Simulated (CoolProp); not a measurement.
Vapour-liquid equilibrium of CH2F2 (R32) (1) + R227EA (2) at -71.25 °C; x and y are mole fractions of (1).

The numbers come from the multi-fluid Helmholtz-energy mixture model, Tillner-Roth 1997 and Lemmon 2016; pair parameters Bell 2016 in CoolProp.

### Question
Give the bubble pressure and the first vapour's composition at x = 0.125, 0.2, 0.725. Is there an azeotrope?

### Answer
x = 0.125: 0.01011 MPa, y = 0.633; x = 0.2: 0.01349 MPa, y = 0.746; x = 0.725: 0.02797 MPa, y = 0.939. No azeotrope shows between x = 0.05 and 0.95.

The pair parameters rest on a limited set of measurements; away from them the model extrapolates.
